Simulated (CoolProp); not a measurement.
Values from CoolProp's reference Helmholtz-energy equation of state, Schroeder 2014.

Q: For ethanol, give the phase and the Joule-Thomson coefficient (K/MPa) at 457.9 K and 0.108 MPa.

A: 
- 457.9 K and 0.108 MPa: gas; Joule-Thomson coefficient 17.5
